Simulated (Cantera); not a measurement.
Feed: 1 mol KCl, 33 mol N2, at 502 °C and 0.110 bar.

Cantera equilibrium calculation (NASA polynomials, part measured and part estimated; ideal gas, pure solids and liquids). Candidate condensed phases: K, KCl; 8 gas species. Kinetics and transport are ignored.

Base state: N2 1.000 (mole fractions); condensed: KCl(s).

Q: What changes in the equilibrium state with this change: KCl replaced by FeCl2?

A: 
```tsv
species	before	after
N2	1.000	1.000
FeCl2	0	0.000339
Fe2Cl4	0	2.20e-5
KCl(s), mol	1.000	0
FeCl2(s), mol	0	0.987
```
Further candidate phases: Fe, FeCl2, FeCl3.

Q: What changes in the equilibrium state with this change: KCl replaced by FeCl3?

A: 
```csv
species,before,after
N2,1.000,0.977
FeCl3,0,0.0158
Fe2Cl6,0,0.00673
FeCl2,0,0.000284
Cl2,<1e-9,0.000157
Fe2Cl4,0,1.54e-5
"KCl(s), mol",1.000,0
```
Further candidate phases: Fe, FeCl2, FeCl3.

Q: What changes in the equilibrium state with this change: KCl replaced by CsCl?

A: 
| species | before | after |
|---|---|---|
| N2 | 1.000 | 1.000 |
| CsCl | 0 | 1.14e-5 |
| KCl(s), mol | 1.000 | 0 |
| CsCl(s), mol | 0 | 0.999 |
Further candidate phases: Cs, CsCl.
